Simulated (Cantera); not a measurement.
## Ammonia decomposition in nitride growth gas

An isothermal, constant-pressure homogeneous reactor starts with NH3 : H2 = 1 : 46 (molar parts), at 1625 K and 0.987 atm.

Cantera simulation using the gas-phase N/H chemistry of the illustrative SiF4/NH3 mechanism in the Surface Chemkin manual (1991); the numbers are that mechanism's predictions, not measurements. Walls and surfaces, which speed up NH3 decomposition in real reactors, are not modelled.

```json
[
 {"t (s)": "0.000800", "x NH3": "0.0213", "x H2": "0.979", "x N2H2": "<1e-12", "x NH": "2.61e-11", "x N2H4": "<1e-12"},
 {"t (s)": "0.00201", "x NH3": "0.0213", "x H2": "0.979", "x N2H2": "3.47e-12", "x NH": "1.64e-10", "x N2H4": "2.46e-12"},
 {"t (s)": "0.00504", "x NH3": "0.0213", "x H2": "0.979", "x N2H2": "2.22e-11", "x NH": "9.99e-10", "x N2H4": "1.50e-11"},
 {"t (s)": "0.0127", "x NH3": "0.0213", "x H2": "0.979", "x N2H2": "1.27e-10", "x NH": "5.23e-9", "x N2H4": "7.85e-11"},
 {"t (s)": "0.0318", "x NH3": "0.0213", "x H2": "0.979", "x N2H2": "3.89e-10", "x NH": "1.48e-8", "x N2H4": "2.21e-10"},
 {"t (s)": "0.0798", "x NH3": "0.0213", "x H2": "0.979", "x N2H2": "4.78e-10", "x NH": "1.78e-8", "x N2H4": "2.66e-10"},
 {"t (s)": "0.200", "x NH3": "0.0212", "x H2": "0.979", "x N2H2": "4.78e-10", "x NH": "1.78e-8", "x N2H4": "2.66e-10"},
 {"t (s)": "0.503", "x NH3": "0.0212", "x H2": "0.979", "x N2H2": "4.76e-10", "x NH": "1.77e-8", "x N2H4": "2.65e-10"},
 {"t (s)": "1.26", "x NH3": "0.0211", "x H2": "0.979", "x N2H2": "4.70e-10", "x NH": "1.76e-8", "x N2H4": "2.62e-10"},
 {"t (s)": "3.17", "x NH3": "0.0208", "x H2": "0.979", "x N2H2": "4.58e-10", "x NH": "1.74e-8", "x N2H4": "2.55e-10"},
 {"t (s)": "7.97", "x NH3": "0.0201", "x H2": "0.979", "x N2H2": "4.29e-10", "x NH": "1.69e-8", "x N2H4": "2.39e-10"},
 {"t (s)": "20.0", "x NH3": "0.0186", "x H2": "0.980", "x N2H2": "3.66e-10", "x NH": "1.56e-8", "x N2H4": "2.04e-10"}
]
```
x: mole fraction; the columns are a selection and need not sum to one.

Equilibrium at this temperature and pressure: NH3 4.34e-6, H2 0.990, N2H2 <1e-12, NH 3.75e-12, N2H4 <1e-12 (gas phase only).
